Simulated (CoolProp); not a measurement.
Isohexane along the isotherm 258.15 °C: Z from the reference equation and from simpler models built on Tc = 224.6 °C, pc = 3.043 MPa, ω = 0.280; each cubic takes its own stable root.

Model: reference Helmholtz-energy equation of state, Lemmon 2006, in CoolProp. It is a short technical equation, of lower accuracy than the large ones.

| p (MPa) | phase | reference | van der Waals | Redlich-Kwong | Soave-Redlich-Kwong | Peng-Robinson |
|---|---|---|---|---|---|---|
| 0.0962 | gas | 0.9912 | 0.9919 | 0.9910 | 0.9914 | 0.9902 |
| 0.171 | gas | 0.9844 | 0.9856 | 0.9840 | 0.9846 | 0.9826 |
| 0.304 | gas | 0.9720 | 0.9742 | 0.9714 | 0.9725 | 0.9689 |
| 0.541 | gas | 0.9493 | 0.9533 | 0.9484 | 0.9504 | 0.9441 |
| 0.962 | gas | 0.9072 | 0.9142 | 0.9059 | 0.9098 | 0.8989 |
| 1.71 | gas | 0.8251 | 0.8367 | 0.8239 | 0.8320 | 0.8136 |
| 3.04 | gas | 0.6464 | 0.6508 | 0.6436 | 0.6672 | 0.6386 |
| 5.41 | supercritical | 0.3427 | 0.4178 | 0.3808 | 0.4112 | 0.3801 |
| 9.62 | supercritical | 0.4657 | 0.6136 | 0.5118 | 0.5263 | 0.4776 |
| 17.1 | supercritical | 0.7293 | 0.9691 | 0.7745 | 0.7860 | 0.7097 |
| 30.4 | supercritical | 1.175 | 1.570 | 1.215 | 1.225 | 1.105 |
